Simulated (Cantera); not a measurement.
A closed system holds: 1 mol CaCO3, 0.0094 mol C, 1.3 mol CO2, at 91.0 Pa.

Method: chemical equilibrium by Gibbs-energy minimisation in Cantera with the NASA 1993 tables (ideal gas, pure condensed phases). Candidate condensed phases: C, Ca, CaCO3, CaO; 15 gas species. Equilibrium is a limit: real reactors are often held back by kinetics, nucleation or transport.

Problem. Which condensed phases are stable at each of these points (T (K)): 550, 650, 750, 850, 950, 1050, 1150, 1250?

Solution. 
| T (K) | condensed phases | Ca condensed (%) |
|---|---|---|
| 550 | C(graphite) + CaCO3(calcite) | 100.0 |
| 650 | CaCO3(calcite) | 100.0 |
| 750 | CaCO3(calcite) | 100.0 |
| 850 | CaO(s) | 100.0 |
| 950 | CaO(s) | 100.0 |
| 1050 | CaO(s) | 100.0 |
| 1150 | CaO(s) | 100.0 |
| 1250 | CaO(s) | 100.0 |

At 550 K the condensed part is C(graphite) + CaCO3(calcite). From 650 K to 750 K the condensed part is CaCO3(calcite). From 850 K to 1250 K the condensed part is CaO(s).
